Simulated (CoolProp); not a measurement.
Computed with CoolProp (reference Helmholtz-energy equation of state, Akasaka 2024).

Problem. Give the vapour pressure (MPa), vapour density (kg/m³), enthalpy of vaporisation (kJ/kg), liquid cp (kJ/(kg K)) of saturated R1132(E) at 276.2 K.

Solution. 
```tsv
T (K)	p (MPa)	vapour density (kg/m³)	enthalpy of vaporisation (kJ/kg)	liquid cp (kJ/(kg K))
276.2	0.896	29.5	247	1.76
```
